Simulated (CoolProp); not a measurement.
n-perfluorohexane along the isotherm 111.05 °C: density (kg/m³) from the reference equation and from simpler models built on Tc = 174.9 °C, pc = 1.742 MPa, ω = 0.497; each cubic takes its own stable root.

Model: reference Helmholtz-energy equation of state, Gao 2022, in CoolProp.

```tsv
p (MPa)	phase	reference
0.00826	gas	0.8766
0.0125	gas	1.329
0.0188	gas	2.002
0.0284	gas	3.035
0.0428	gas	4.598
0.0645	gas	6.984
0.0974	gas	10.68
0.147	gas	16.43
0.222	gas	25.60
0.334	gas	40.61
0.504	liquid	1380
0.761	liquid	1384
1.15	liquid	1391
1.73	liquid	1400
2.61	liquid	1413
```

Question: How far does each simpler model (Redlich-Kwong, Peng-Robinson) lie from the reference over these 15 states: mean and median of the absolute difference, and the worst?

Answer: 
- Redlich-Kwong: mean 12.7 %, median 0.7 %, worst -95.3 % at 111.05 °C and 0.504 MPa
- Peng-Robinson: mean 1.8 %, median 0.2 %, worst -5.9 % at 111.05 °C and 0.504 MPa

At some of these states Redlich-Kwong gives the other phase, because its saturation line lies elsewhere.
